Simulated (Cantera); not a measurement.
A closed system holds: 1 mol CS2, 6.1 mol H2O, equilibrated at 2723 K and 0.180 bar.

Equilibrium computed with Cantera from the NASA thermochemical tables; the gas is ideal and each condensed phase is pure. Candidate condensed phases: C, C6H6, C7H8, C8H18, H2O, H2SO4, S; 123 gas species. Kinetics and transport are ignored.

Base state: H2 0.307, H2O 0.281, CO 0.0933, SO 0.0848, H 0.0809, SO2 0.0682, S 0.0242, OH 0.0194 (mole fractions); condensed: gas only.

**Question.** What changes in the equilibrium state with this change: H2O from 6.1 to 0.2 mol?

**Answer.** 
| species | before | after |
|---|---|---|
| CS | 1.82e-7 | 0.348 |
| S2 | 0.00981 | 0.210 |
| S | 0.0242 | 0.112 |
| H2O | 0.281 | 1.83e-7 |
| H2 | 0.307 | 0.0717 |
| SO2 | 0.0682 | <1e-9 |
| CS2 | 9.18e-9 | 0.0811 |
| OH | 0.0194 | 2.61e-8 |
| CO2 | 0.0126 | 4.04e-8 |
| SO | 0.0848 | 1.09e-6 |
| SH | 0.0127 | 0.0284 |
| H | 0.0809 | 0.0391 |
| CO | 0.0933 | 0.107 |
| O2 | 0.00120 | <1e-9 |
| O | 0.00325 | 9.05e-9 |
